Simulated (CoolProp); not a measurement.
Vapour-liquid equilibrium of ethane (1) + C2F6 (R116) (2) at -50.35 °C; x and y are mole fractions of (1).

Computed with CoolProp (multi-fluid Helmholtz-energy mixture model, Bücker 2006 and Lemmon 2006; pair parameters Bell 2016).

Task: Give the bubble pressure and the first vapour's composition at x = 0.05, 0.2, 0.65. Is there an azeotrope?

Result: x = 0.05: 0.4155 MPa, y = 0.150; x = 0.2: 0.5430 MPa, y = 0.420; x = 0.65: 0.6675 MPa, y = 0.668. y crosses x between x = 0.65 and 0.8: the model has an azeotrope there.

The pair parameters rest on a limited set of measurements; away from them the model extrapolates.
